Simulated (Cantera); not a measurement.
**S + SO₂ + H₂ + H₂O (abatement and gas-phase synthesis)**

A closed system holds: 1 mol S, 0.0049 mol SO₂, 0.93 mol H₂, 0.041 mol H₂O, equilibrated at 0.000100 bar.

Equilibrium computed with Cantera from the NASA thermochemical tables; the gas is ideal and each condensed phase is pure. Candidate condensed phases: H₂O, H₂SO₄, S; 19 gas species. Gases not in the tables: S₃ to S₇. The numbers say what is thermodynamically allowed, not how fast it happens.

From 775 K to 1475 K nothing is condensed.

```csv
T (K),log p H₂S,log p H₂,log p S₂,log p H₂O,log p SH,log p S,log p H
775,-4.11,-5.06,-5.08,-5.32,-9.29,-13.97,-14.53
875,-4.24,-4.64,-4.82,-5.35,-8.37,-12.18,-12.62
975,-4.47,-4.41,-4.64,-5.39,-7.71,-10.77,-11.14
1075,-4.76,-4.30,-4.55,-5.43,-7.24,-9.65,-9.98
1175,-5.07,-4.25,-4.51,-5.45,-6.88,-8.73,-9.04
1275,-5.35,-4.23,-4.49,-5.46,-6.60,-7.97,-8.25
1375,-5.61,-4.22,-4.48,-5.47,-6.38,-7.32,-7.57
1475,-5.84,-4.21,-4.48,-5.48,-6.18,-6.76,-6.99
```
log p: log10 of the partial pressure in bar; nothing condenses.
